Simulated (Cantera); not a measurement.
## Halide evaporation, hydrolysis and transport: LiCl + O2 + H2

Feed: 1 mol LiCl, 8.7 mol O2, 34 mol H2, held at 1573.15 K.

Cantera equilibrium calculation (NASA polynomials, part measured and part estimated; ideal gas, pure solids and liquids). Candidate condensed phases: H2O, Li, LiCl, LiH, LiOH, Li2O; 25 gas species. Kinetics and transport are ignored.

From 0.100 Pa to 100000 Pa nothing is condensed. The main Li-bearing gas is LiCl throughout.

| P (Pa) | x H2O | x H2 | x H | x LiCl | x HCl |
|---|---|---|---|---|---|
| 0.100 | 0.487 | 0.452 | 0.0274 | 0.0244 | 0.00353 |
| 0.720 | 0.492 | 0.466 | 0.0104 | 0.0256 | 0.00272 |
| 5.20 | 0.494 | 0.471 | 0.00388 | 0.0262 | 0.00230 |
| 37 | 0.495 | 0.473 | 0.00146 | 0.0264 | 0.00211 |
| 270 | 0.495 | 0.474 | 0.000540 | 0.0265 | 0.00203 |
| 1900 | 0.495 | 0.474 | 0.000203 | 0.0265 | 0.00200 |
| 14000 | 0.495 | 0.474 | 7.50e-5 | 0.0264 | 0.00198 |
| 100000 | 0.496 | 0.475 | 2.81e-5 | 0.0253 | 0.00194 |
x: gas mole fraction; nothing condenses.
